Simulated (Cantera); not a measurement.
## Low-pressure radical oxidation in H2/O2

An isothermal, constant-pressure homogeneous reactor starts with 14.5 % H2, 85.5 % O2, equivalence ratio 0.085, at 1350 K and 0.0133 bar.

Computed with Cantera and the H2/O2 subset of GRI-Mech 3.0, which has no nitrogen chemistry. Radical loss at walls, strong at low pressure, is not modelled. The temperature is held fixed by assumption; the heat of reaction is taken as removed at once.

```csv
t (s),x H2,x O2,x H,x H2O2,x H2O,x O
3.00e-5,0.145,0.855,3.47e-8,2.42e-11,8.73e-9,1.65e-8
8.63e-5,0.145,0.855,1.56e-7,1.98e-10,1.63e-7,1.30e-7
0.000248,0.145,0.855,4.77e-6,1.60e-9,8.99e-6,4.56e-6
0.000715,0.0735,0.808,0.0253,2.35e-7,0.0519,0.0264
0.00206,0.00552,0.758,0.0349,1.75e-7,0.117,0.0728
0.00592,0.00490,0.770,0.0280,1.81e-7,0.123,0.0625
0.0170,0.00338,0.796,0.0148,1.86e-7,0.135,0.0405
0.0490,0.00123,0.827,0.00299,1.52e-7,0.149,0.0139
0.141,0.000207,0.840,0.000201,7.45e-8,0.155,0.00229
0.406,2.95e-5,0.843,1.08e-5,2.67e-8,0.156,0.000326
1.17,5.28e-6,0.843,8.22e-7,9.06e-9,0.156,5.85e-5
3.36,1.23e-6,0.843,9.34e-8,3.25e-9,0.157,1.37e-5
9.66,4.21e-7,0.843,1.86e-8,1.57e-9,0.157,4.68e-6
27.8,3.05e-7,0.843,1.16e-8,1.32e-9,0.157,3.40e-6
80.0,3.04e-7,0.843,1.14e-8,1.32e-9,0.157,3.38e-6
```
x: mole fraction; the columns are a selection and need not sum to one.

Equilibrium at this temperature and pressure: H2 3.04e-7, O2 0.843, H 1.14e-8, H2O2 1.32e-9, H2O 0.157, O 3.38e-6 (gas phase only).
